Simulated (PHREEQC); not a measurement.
**Spent oxide etchant**

Consider water at 25 °C with 0.0022 mol NH4HF2, 0.00017 mol H2SiF6 and 0.019 mol H3BO3 per kg of water. Closed to the air; pH follows from the charge balance.

Model: ion-association model, phreeqc.dat, run in PHREEQC.

Each row changes one thing in this solution. This is a speciation only: nothing precipitates in the calculation.

```json
[
 {"case": "as made", "pH": "3.48", "ionic strength (mol/kgw)": "0.00257", "H3BO3 (mol/kgw)": "0.0179", "F- (mol/kgw)": "0.00140", "HF (mol/kgw)": "0.000658", "BF2(OH)2- (mol/kgw)": "0.000469"},
 {"case": "temperature from 25 to 70 °C", "pH": "3.56", "ionic strength (mol/kgw)": "0.00249", "H3BO3 (mol/kgw)": "0.0180", "F- (mol/kgw)": "0.00149", "HF (mol/kgw)": "0.00140", "BF2(OH)2- (mol/kgw)": "0.000640"},
 {"case": "H2SiF6 from 0.00017 to 3.4e-05 mol/kgw", "pH": "3.61", "ionic strength (mol/kgw)": "0.00246", "H3BO3 (mol/kgw)": "0.0181", "F- (mol/kgw)": "0.00156", "HF (mol/kgw)": "0.000548", "BF2(OH)2- (mol/kgw)": "0.000441"},
 {"case": "temperature from 25 to 90 °C", "pH": "3.65", "ionic strength (mol/kgw)": "0.00244", "H3BO3 (mol/kgw)": "0.0181", "F- (mol/kgw)": "0.00156", "HF (mol/kgw)": "0.00181", "BF2(OH)2- (mol/kgw)": "0.000649"},
 {"case": "diluted 2-fold with water", "pH": "3.44", "ionic strength (mol/kgw)": "0.00148", "H3BO3 (mol/kgw)": "0.00915", "F- (mol/kgw)": "0.00111", "HF (mol/kgw)": "0.000577", "BF2(OH)2- (mol/kgw)": "0.000167"},
 {"case": "H2SiF6 left out", "pH": "3.64", "ionic strength (mol/kgw)": "0.00244", "H3BO3 (mol/kgw)": "0.0182", "F- (mol/kgw)": "0.00160", "HF (mol/kgw)": "0.000517", "BF2(OH)2- (mol/kgw)": "0.000429"},
 {"case": "NH4HF2 from 0.0022 to 0.00044 mol/kgw", "pH": "3.31", "ionic strength (mol/kgw)": "0.000949", "H3BO3 (mol/kgw)": "0.0187", "F- (mol/kgw)": "0.000653", "HF (mol/kgw)": "0.000465", "BF2(OH)2- (mol/kgw)": "0.000162"}
]
```

Some of these states are supersaturated (in Quartz (slow to form), for instance). Away from 25 °C the constants follow the database's enthalpies or fits; those with neither stay at their 25 °C values. SiF6-2 is the database's only silicon fluoride. Real BF4- forms and hydrolyses slowly; the run takes it at equilibrium.
